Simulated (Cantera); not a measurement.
Input: 1 mol SiC, 0.016 mol CO2, 5 mol H2, held at 1648 K and 13300 Pa.

Method: chemical equilibrium by Gibbs-energy minimisation in Cantera with the NASA 1993 tables (ideal gas, pure condensed phases). Candidate condensed phases: C, C6H6, C7H8, C8H18, H2O, Si, SiC, SiO2; 123 gas species. The numbers say what is thermodynamically allowed, not how fast it happens.

Base state: H2 0.993, CO 0.00476, SiO 0.00160, H 0.000243, CH4 1.78e-5 (mole fractions); condensed: SiC(s).

What changes in the equilibrium state with this change: CO2 from 0.016 to 1.2 mol?


```csv
species,before,after
H2,0.993,0.748
CO,0.00476,0.242
SiO,0.00160,0.00903
H2O,4.05e-6,5.18e-5
CH4,1.78e-5,3.04e-5
H,0.000243,0.000211
"SiC(s), mol",0.992,0.580
"SiO2(β-quartz), mol",0,0.360
```
Mutual solubility and eutectic melting of coexisting phases are not modelled. The tables hold silica as quartz up to 1696 K and as liquid above; real silica turns to tridymite and cristobalite and melts near 1996 K.

What changes in the equilibrium state with this change: CO2 from 0.016 to 3.4 mol?


| species | before | after |
|---|---|---|
| H2 | 0.993 | 0.499 |
| CO | 0.00476 | 0.459 |
| H2O | 4.05e-6 | 0.0331 |
| SiO | 0.00160 | 9.43e-6 |
| CO2 | 6.06e-9 | 0.00949 |
| CH4 | 1.78e-5 | 2.67e-8 |
| H | 0.000243 | 0.000172 |
| SiC(s), mol | 0.992 | 0 |
| SiO2(β-quartz), mol | 0 | 1.000 |
The tables hold silica as quartz up to 1696 K and as liquid above; real silica turns to tridymite and cristobalite and melts near 1996 K.

What changes in the equilibrium state with this change: pressure from 13300 Pa to 240 Pa?


| species | before | after |
|---|---|---|
| H2 | 0.993 | 0.992 |
| CO | 0.00476 | 0.00477 |
| H | 0.000243 | 0.00181 |
| CH4 | 1.78e-5 | 3.22e-7 |
| SiO | 0.00160 | 0.00158 |
| Si | 2.35e-7 | 1.30e-5 |
| SiC(s), mol | 0.992 | 0.992 |
